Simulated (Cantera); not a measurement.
Thermodynamics of carbon deposition, reforming and gasification, feed C6H6 + O2

Charge: 1 mol C6H6, 0.031 mol O2, at 52.5 Torr.

These are equilibrium values from Cantera (NASA tables, ideal gas, pure condensed phases), not measurements of a reactor. Candidate condensed phases: C, C6H6, C7H8, C8H18, H2O; 131 gas species. Ions and electrons are included (thermal ionisation). Equilibrium is a limit: real reactors are often held back by kinetics, nucleation or transport.

```csv
T (K),x H2,x H,x C,x C3,x C2,x C2H2 (acetylene),x C2H,x CO,n C(graphite)
2000,0.973,0.00606,4.35e-10,3.96e-10,3.35e-11,0.000747,8.72e-8,0.0202,5.93
2500,0.882,0.0892,2.38e-6,7.10e-6,6.54e-7,0.00954,6.93e-5,0.0193,5.88
3000,0.513,0.428,0.000724,0.00446,0.000453,0.0319,0.00457,0.0158,5.57
3500,0.0752,0.612,0.0330,0.197,0.0284,0.00979,0.0251,0.00836,0
4000,0.0107,0.622,0.183,0.105,0.0627,0.000244,0.00694,0.00674,0
4500,0.00165,0.530,0.408,0.0131,0.0401,3.39e-6,0.000742,0.00553,0
5000,0.000432,0.505,0.478,0.000578,0.0106,4.97e-8,5.09e-5,0.00521,0
```
x: gas mole fraction; n: condensed amount in mol.

From 2000 K to 3000 K the condensed part is C(graphite). From 3500 K to 5000 K nothing is condensed. The main C-bearing gas is CO at 2000 K and C at 5000 K.
